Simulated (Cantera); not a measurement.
A Cantera script and what it prints.

```python
import numpy as np
import cantera as ct

gas_names = [...]  # 151 gases of nasa_gas.yaml made of C, H, N, O, Si
cond_names = """
    C(gr) C6H6(L) C7H8(L) C8H18(L),n-octa H2O(s) H2O(L) Si(cr) Si(L) SiC(b) SiO2(Lqz) SiO2(hqz) SiO2(L)
    Si2N2O(s) Si3N4(a)
""".split()


# ... load() reads the species with a 1 bar reference pressure and builds the phases ...
atoms = {
    'HMDSO': {'Si': 2, 'C': 6, 'H': 18, 'O': 1},
    'O2': {'O': 2},
    'H2': {'H': 2},
    'N2O': {'N': 2, 'O': 1},
}
top_T = {'C(gr)': 4500, 'SiC(b)': 3050, 'Si2N2O(s)': 2100, 'Si3N4(a)': 2400}  # K; cautious upper limits of use, not melting points


# ... equilibrate(T, P, feed) seeds the gas with the atoms and calls Mixture.equilibrate('TP', solver="vcs", rtol=1e-11, max_steps=5000) ...
results = []
feed = {'HMDSO': 1, 'O2': 1.2, 'H2': 16, 'N2O': 0.4}  # mol
P = 100000  # Pa
for T in [648, 748, 848, 948, 1048, 1148, 1248, 1348, 1448, 1548, 1648, 1748, 1848]:
    mix = equilibrate(T, P, feed)
    results.append((T, P, feed, dict(zip(mix.species_names, mix.species_moles))))
    x = sorted(zip(gas.X, gas.species_names), reverse=True)
    print(f"T = {T:g} K  P = {P:g} Pa  gas = {mix.phase_moles(0):.4g} mol")
    print("   x: " + "  ".join(f"{s} {v:.3e}" for v, s in x if v > 1e-05))
    print("   condensed (mol): " + ("  ".join(f"{mix.phase(i).name} {mix.phase_moles(i):.4g}"
          for i in range(1, mix.n_phases) if mix.phase_moles(i) > 1e-12) or "none"))
```

Output:

```
T = 648 K  P = 100000 Pa  gas = 19.31 mol
   x: H2 6.713e-01  CH4 3.108e-01  N2 1.658e-02  NH3 1.366e-03
   condensed (mol): SiO2(Lqz) 1.867  Si2N2O(s) 0.06668
T = 748 K  P = 100000 Pa  gas = 19.33 mol
   x: H2 6.721e-01  CH4 3.105e-01  N2 1.706e-02  NH3 3.761e-04
   condensed (mol): SiO2(Lqz) 1.867  Si2N2O(s) 0.0667
T = 848 K  P = 100000 Pa  gas = 19.5 mol
   x: H2 6.835e-01  CH4 2.993e-01  N2 1.702e-02  NH3 1.394e-04  H2O 1.051e-05
   condensed (mol): C(gr) 0.1648  SiO2(hqz) 1.867  Si2N2O(s) 0.06675
T = 948 K  P = 100000 Pa  gas = 22.49 mol
   x: H2 8.586e-01  CH4 1.265e-01  N2 1.477e-02  NH3 8.089e-05  CO 2.870e-05  H2O 2.387e-05
   condensed (mol): C(gr) 3.154  SiO2(hqz) 1.866  Si2N2O(s) 0.06706
T = 1048 K  P = 100000 Pa  gas = 24.11 mol
   x: H2 9.349e-01  CH4 5.103e-02  N2 1.371e-02  CO 2.412e-04  NH3 4.545e-05  H2O 4.216e-05
   condensed (mol): C(gr) 4.764  SiO2(hqz) 1.862  Si2N2O(s) 0.06894
T = 1148 K  P = 100000 Pa  gas = 24.81 mol
   x: H2 9.635e-01  CH4 2.209e-02  N2 1.294e-02  CO 1.392e-03  H2O 6.449e-05  NH3 2.650e-05
   condensed (mol): C(gr) 5.417  SiO2(hqz) 1.843  Si2N2O(s) 0.07871
T = 1248 K  P = 100000 Pa  gas = 25.17 mol
   x: H2 9.722e-01  N2 1.125e-02  CH4 1.054e-02  CO 5.857e-03  H2O 8.758e-05  NH3 1.566e-05  HCN 1.299e-05
   condensed (mol): C(gr) 5.587  SiO2(hqz) 1.767  Si2N2O(s) 0.1165
T = 1348 K  P = 100000 Pa  gas = 25.49 mol
   x: H2 9.695e-01  CO 1.771e-02  N2 7.122e-03  CH4 5.484e-03  H2O 1.001e-04  HCN 2.660e-05
   condensed (mol): C(gr) 5.408  SiO2(hqz) 1.564  Si2N2O(s) 0.218
T = 1448 K  P = 100000 Pa  gas = 25.82 mol
   x: H2 9.618e-01  CO 3.313e-02  CH4 3.087e-03  N2 1.823e-03  H2O 8.073e-05  HCN 3.027e-05
   condensed (mol): C(gr) 5.064  SiO2(hqz) 1.295  Si2N2O(s) 0.3525
T = 1548 K  P = 100000 Pa  gas = 26.21 mol
   x: H2 9.502e-01  CO 4.741e-02  CH4 1.852e-03  N2 3.212e-04  SiO 1.129e-04  H2O 5.532e-05  H 3.002e-05  HCN 2.564e-05  C2H2,acetylene 1.491e-05
   condensed (mol): C(gr) 4.574  SiC(b) 0.1336  SiO2(hqz) 1.081  Si2N2O(s) 0.3912
T = 1648 K  P = 100000 Pa  gas = 28.54 mol
   x: H2 8.736e-01  CO 1.216e-01  N2 2.933e-03  CH4 1.022e-03  SiO 4.185e-04  HCN 1.382e-04  H 8.324e-05  H2O 6.919e-05  C2H2,acetylene 3.908e-05
   condensed (mol): C(gr) 1.133  SiC(b) 1.36  Si2N2O(s) 0.3142
T = 1748 K  P = 100000 Pa  gas = 29.18 mol
   x: H2 8.548e-01  CO 1.296e-01  N2 1.344e-02  CH4 6.720e-04  SiO 6.168e-04  HCN 5.069e-04  H 2.112e-04  C2H2,acetylene 9.652e-05  H2O 4.119e-05  HNC 1.706e-05
   condensed (mol): C(gr) 0.1965  SiC(b) 1.982
T = 1848 K  P = 100000 Pa  gas = 29.19 mol
   x: H2 8.545e-01  CO 1.293e-01  N2 1.327e-02  SiO 8.219e-04  HCN 8.212e-04  H 4.901e-04  CH4 4.810e-04  C2H2,acetylene 2.200e-04  HNC 3.461e-05  H2O 2.499e-05
   condensed (mol): C(gr) 0.1965  SiC(b) 1.976
```

Method: chemical equilibrium by Gibbs-energy minimisation in Cantera with the NASA 1993 tables (ideal gas, pure condensed phases). The feed counts by its element totals alone. Mutual solubility and eutectic melting of coexisting phases are not modelled. The tables hold silica as quartz up to 1696 K and as liquid above; real silica turns to tridymite and cristobalite and melts near 1996 K.
